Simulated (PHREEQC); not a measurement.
Brine: an equilibrium model

Solution (25 °C): 5.7 mol NaBr, 0.082 mol Na2B4O7 and 0.6 mol NaCl per kg of water. Closed to the air; pH follows from the charge balance.

Equilibrium calculation in PHREEQC: Pitzer model, pitzer.dat.

Each row changes one thing in this solution. Precipitation was switched off in this run.

| case | pH | ionic strength (mol/kgw) | B4O5(OH)4-2 (mol/kgw) | B(OH)4- (mol/kgw) | B(OH)3 (mol/kgw) | B3O3(OH)4- (mol/kgw) | SI of Borax (Na2(B4O5(OH)4):8H2O) | SI of Halite (NaCl) |
|---|---|---|---|---|---|---|---|---|
| as made | 9.11 | 6.52 | 0.0549 | 0.0486 | 0.0433 | 0.00543 | -0.11 | -0.86 |
| diluted 5-fold with water | 8.97 | 1.29 | 0.00116 | 0.0289 | 0.0273 | ___ | -1.30 | -2.74 |
| NaBr left out | ___ | 0.793 | 0.0294 | 0.0830 | ___ | 0.0221 | +0.01 | -2.32 |
| 4.7 mol/kgw KOH added | 14.92 | ___ | 1.11e-7 | 0.328 | 7.64e-6 | 6.85e-10 | -6.49 | -0.93 |

Question: Fill in the missing entries.

Answer: 
- diluted 5-fold with water, B3O3(OH)4- (mol/kgw): 0.00159
- NaBr left out, pH: 9.04
- NaBr left out, B(OH)3 (mol/kgw): 0.0610
- 4.7 mol/kgw KOH added, ionic strength (mol/kgw): 11.2

In brines, pH and single-ion activities rest on the MacInnes convention.
